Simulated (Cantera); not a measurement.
A closed system holds: 1 mol C6H6, 0.34 mol O2, held at 2073 K and 46.0 mbar.

Equilibrium computed with Cantera from the NASA thermochemical tables; the gas is ideal and each condensed phase is pure. Candidate condensed phases: C, C6H6, C7H8, C8H18, H2O; 110 gas species. Kinetics and transport are ignored.

Base state: H2 0.804, CO 0.184, H 0.0110, C2H2 (acetylene) 0.000986, CH4 1.05e-5 (mole fractions); condensed: C(graphite).

**Question.** What changes in the equilibrium state with this change: temperature from 2073 K to 2400 K?

**Answer.** 
```
species             before    after
----------------  --------  -------
H2                   0.804    0.752
CO                   0.184    0.179
H                   0.0110   0.0643
C2H                3.20e-7  2.58e-5
C4H2               4.88e-7  1.50e-5
C2H2 (acetylene)  0.000986  0.00524
C(graphite), mol      5.31     5.28
```

**Question.** What changes in the equilibrium state with this change: temperature from 2073 K to 1098.15 K?

**Answer.** 
```json
[
 {"species": "H2", "before": "0.804", "after": "0.814"},
 {"species": "CO", "before": "0.184", "after": "0.184"},
 {"species": "CH4", "before": "1.05e-5", "after": "0.00111"},
 {"species": "H", "before": "0.0110", "after": "1.04e-7"},
 {"species": "C2H2 (acetylene)", "before": "0.000986", "after": "1.04e-8"},
 {"species": "CO2", "before": "2.84e-8", "after": "0.000142"},
 {"species": "H2O", "before": "6.02e-7", "after": "0.000633"},
 {"species": "C(graphite), mol", "before": "5.31", "after": "5.32"}
]
```
